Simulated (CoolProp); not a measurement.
Model: reference Helmholtz-energy equation of state, Lemmon 2006, in CoolProp. It is a short technical equation, of lower accuracy than the large ones.

For CH3F (R41), give the phase and the cp (kJ/(kg K)), cv (kJ/(kg K)), speed of sound (m/s), Joule-Thomson coefficient (K/MPa) at -2.35 °C and 0.0934 MPa.


- -2.35 °C and 0.0934 MPa: gas; cp 1.09, cv 0.829, speed of sound 291, Joule-Thomson coefficient 24.2
